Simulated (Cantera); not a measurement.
A perfectly stirred reactor is fed with 2.44 % CH4, 2.07 % C2H6, 14.4 % O2, 81.0 % N2, equivalence ratio 0.84, at 9.87 atm; it is adiabatic with a 775 K inlet, and is followed from long to short residence time, starting on the burning branch (τ in s: 0.021, 0.01, 0.0049, 0.0024, 0.0012, 0.00057, 0.00028, 0.00014, 6.7e-05, 3.2e-05, 1.6e-05).

Detailed kinetics in Cantera: GRI-Mech 3.0 (53 species, 325 reactions).

Question: Predict: blow-out, bracketed by the residence times tried; x(CH4) at τ = 21.0 ms; x(C2H6) at τ = 21.0 ms; x(O2) at τ = 21.0 ms; x(C2H) at τ = 21.0 ms; x(H) at τ = 21.0 ms; x(CH4) at τ = 0.570 ms; x(C2H6) at τ = 0.570 ms; x(O2) at τ = 0.570 ms; x(C2H) at τ = 0.570 ms; x(H) at τ = 0.570 ms.

Answer: 
```
Quantity                                                                       Value
------------------------------------------------  ----------------------------------
blow-out, bracketed by the residence times tried  burning at 32.0 µs, out at 16.0 µs
x(CH4) at τ = 21.0 ms                                                        2.37e-6
x(C2H6) at τ = 21.0 ms                                                       2.61e-7
x(O2) at τ = 21.0 ms                                                          0.0228
x(C2H) at τ = 21.0 ms                                                        2.80e-9
x(H) at τ = 21.0 ms                                                          1.61e-5
x(CH4) at τ = 0.570 ms                                                       3.15e-5
x(C2H6) at τ = 0.570 ms                                                      5.53e-6
x(O2) at τ = 0.570 ms                                                         0.0247
x(C2H) at τ = 0.570 ms                                                       4.36e-8
x(H) at τ = 0.570 ms                                                        0.000193
```
